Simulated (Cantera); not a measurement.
A closed system holds: 1 mol Si₃N₄, 0.59 mol C, 0.017 mol H₂, at 0.133 bar.

Method: chemical equilibrium by Gibbs-energy minimisation in Cantera with the NASA 1993 tables (ideal gas, pure condensed phases). Candidate condensed phases: C, C₆H₆, C₇H₈, C₈H₁₈, Si, SiC, Si₃N₄; 105 gas species. Mutual solubility and eutectic melting of coexisting phases are not modelled. The numbers say what is thermodynamically allowed, not how fast it happens.

What share of the Si ends up in condensed phases as a function of T (K), at 2625, 2650, 2675, 2700, 2725, 2750, 2775, 2800, 2825, 2850, 2875?


```csv
T (K),Si condensed (%),as
2625,89.6,Si(l) + SiC(s)
2650,87.1,Si(l) + SiC(s)
2675,84.0,Si(l) + SiC(s)
2700,80.1,Si(l) + SiC(s)
2725,75.1,Si(l) + SiC(s)
2750,68.5,Si(l) + SiC(s)
2775,59.6,Si(l) + SiC(s)
2800,47.3,Si(l) + SiC(s)
2825,31.9,Si(l)
2850,20.2,Si(l)
2875,4.5,Si(l)
```
